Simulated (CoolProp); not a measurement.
Dodecamethylpentasiloxane (MD3M) along the isotherm 620 K: Z from the reference equation and from simpler models built on Tc = 628.0 K, pc = 0.9540 MPa, ω = 0.730; each cubic takes its own stable root.

Values from CoolProp's reference Helmholtz-energy equation of state, Thol 2019.

```tsv
p (MPa)	phase	reference
1.19	liquid	0.1945
2.38	liquid	0.3485
3.58	liquid	0.4985
4.77	liquid	0.6423
5.96	liquid	0.7824
7.15	liquid	0.9194
8.35	liquid	1.055
9.54	liquid	1.187
```

**Question.** How far does each simpler model (van der Waals, Redlich-Kwong, Soave-Redlich-Kwong, Peng-Robinson) lie from the reference over these 8 states: mean and median of the absolute difference, and the worst?

**Answer.** 
- van der Waals: mean 43.4 %, median 41.1 %, worst +56.6 % at 620 K and 1.19 MPa
- Redlich-Kwong: mean 11.9 %, median 9.3 %, worst +27.9 % at 620 K and 1.19 MPa
- Soave-Redlich-Kwong: mean 10.8 %, median 8.7 %, worst +23.8 % at 620 K and 1.19 MPa
- Peng-Robinson: mean 4.2 %, median 3.7 %, worst +11.2 % at 620 K and 1.19 MPa
